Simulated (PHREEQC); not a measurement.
Solution (32 °C): 0.002 mol FeCl3 and 0.0014 mol Na2SO4 per kg of water. Closed to the air; pH follows from the charge balance.

Computed with PHREEQC (ion-association model, phreeqc.dat).

No solid was allowed to form.

**Question.** Estimate the pH, ionic strength.

**Answer.** pH 2.90; ionic strength 0.0100 mol/kgw.

**Question.** In which forms is Fe present?

**Answer.** FeOH+2 46 %, FeSO4+ 28 %, Fe(OH)2+ 11 %, Fe+3 9.1 %, Fe2(OH)2+4 4.0 %, FeCl+2 1.2 % of the Fe.

The solution is supersaturated, for example in Hematite (slow to form), Goethite (slow to form), so a real one may precipitate; this is no full list.
